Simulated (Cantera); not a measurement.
# Pyrogenic steam for wet oxidation

An isothermal, constant-pressure homogeneous reactor starts with H2 : O2 : N2 = 1.4 : 1 : 19 (molar parts), equivalence ratio 0.70, at 1250 K and 0.430 bar.

Computed with Cantera and the H2/O2 subset of GRI-Mech 3.0, which has no nitrogen chemistry. The temperature is held fixed by assumption; the heat of reaction is taken as removed at once.

```tsv
t (s)	x H2	x O2	x HO2	x H2O	x H	x OH	x H2O2
0.000400	0.00762	0.0202	4.85e-6	0.0471	0.0210	0.00176	6.11e-7
0.000937	0.00362	0.0164	4.15e-6	0.0603	0.00537	0.00110	7.41e-7
0.00220	0.00104	0.0148	3.37e-6	0.0659	0.000683	0.000535	6.40e-7
0.00515	0.000190	0.0145	1.91e-6	0.0673	4.75e-5	0.000214	2.90e-7
0.0121	3.14e-5	0.0145	5.75e-7	0.0676	3.21e-6	8.72e-5	8.78e-8
0.0283	6.18e-6	0.0145	1.41e-7	0.0676	3.09e-7	4.06e-5	2.57e-8
0.0663	1.58e-6	0.0145	3.97e-8	0.0676	4.40e-8	2.15e-5	8.33e-9
0.155	5.03e-7	0.0145	1.33e-8	0.0676	8.43e-9	1.24e-5	3.03e-9
0.364	1.86e-7	0.0145	5.32e-9	0.0676	1.97e-9	7.67e-6	1.20e-9
0.853	7.82e-8	0.0145	2.82e-9	0.0676	5.49e-10	4.99e-6	5.26e-10
2.00	4.08e-8	0.0145	2.16e-9	0.0676	2.07e-10	3.57e-6	2.74e-10
```
x: mole fraction; the columns are a selection and need not sum to one.

Equilibrium at this temperature and pressure: H2 2.97e-8, O2 0.0145, HO2 2.05e-9, H2O 0.0676, H 1.28e-10, OH 3.00e-6, H2O2 1.97e-10 (gas phase only).
